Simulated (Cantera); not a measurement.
A freely propagating, adiabatic, planar premixed flame of H₂ : O₂ : N₂ : H₂O = 1 : 0.357 : 1.34 : 0.27 (molar parts), unburnt at 675 K and 4950 Torr; mixture-averaged transport, grid criteria slope 0.08 and curve 0.16, no radiation.

Computed with Cantera and the H2/O2 subset of GRI-Mech 3.0, which has no nitrogen chemistry. The hydrogen kinetics of GRI-Mech 3.0 are dated; newer H2 mechanisms differ, most at raised pressure. Burning velocities carry a grid error of a few per cent, more on coarse grids.

**Question.** Predict: laminar burning velocity; thermal thickness; peak x(HO₂); peak x(H₂O₂); peak x(OH).

**Answer.** 
| Quantity | Result |
|---|---|
| laminar burning velocity | 823 cm/s |
| thermal thickness | 0.0394 mm |
| peak x(HO₂) | 0.00130 |
| peak x(H₂O₂) | 9.90e-5 |
| peak x(OH) | 0.0110 |
